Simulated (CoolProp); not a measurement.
Computed with CoolProp (reference Helmholtz-energy equation of state, Gao 2016).

**Question.** For sulfur dioxide, give the phase and the cp (kJ/(kg K)), speed of sound (m/s), fugacity coefficient at 472.4 K and 2.46 MPa; 472.4 K and 11.8 MPa.

**Answer.** 
- 472.4 K and 2.46 MPa: gas; cp 0.812, speed of sound 261, fugacity coefficient 0.923
- 472.4 K and 11.8 MPa: supercritical; cp 2.81, speed of sound 215, fugacity coefficient 0.650
